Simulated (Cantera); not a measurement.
Equilibrium for calcination and drying: Ca(OH)2 + C + H2O + CO2

Feed: 1 mol Ca(OH)2, a varied amount of C, 0.06 mol H2O, 0.23 mol CO2, held at 975 °C and 1.00 bar.

Method: chemical equilibrium by Gibbs-energy minimisation in Cantera with the NASA 1993 tables (ideal gas, pure condensed phases). Candidate condensed phases: C, C6H6, C7H8, C8H18, Ca, CaCO3, CaO, Ca(OH)2, H2O; 115 gas species. Rates play no part.

From 0.011 mol C to 0.48 mol C the condensed part is CaO(s).

| n(C) (mol) | log p H2O | log p H2 | log p CO | log p CO2 | n CaO(s) |
|---|---|---|---|---|---|
| 0.011 | -0.10 | -1.90 | -2.36 | -0.74 | 1.00 |
| 0.018 | -0.10 | -1.69 | -2.14 | -0.74 | 1.00 |
| 0.029 | -0.11 | -1.49 | -1.92 | -0.73 | 1.00 |
| 0.047 | -0.13 | -1.30 | -1.70 | -0.73 | 1.00 |
| 0.074 | -0.15 | -1.12 | -1.49 | -0.72 | 1.00 |
| 0.12 | -0.20 | -0.94 | -1.26 | -0.71 | 1.00 |
| 0.19 | -0.26 | -0.78 | -1.04 | -0.71 | 1.00 |
| 0.3 | -0.36 | -0.64 | -0.83 | -0.73 | 1.00 |
| 0.48 | -0.52 | -0.52 | -0.61 | -0.80 | 1.00 |
log p: log10 of the partial pressure in bar; n: condensed amount in mol.
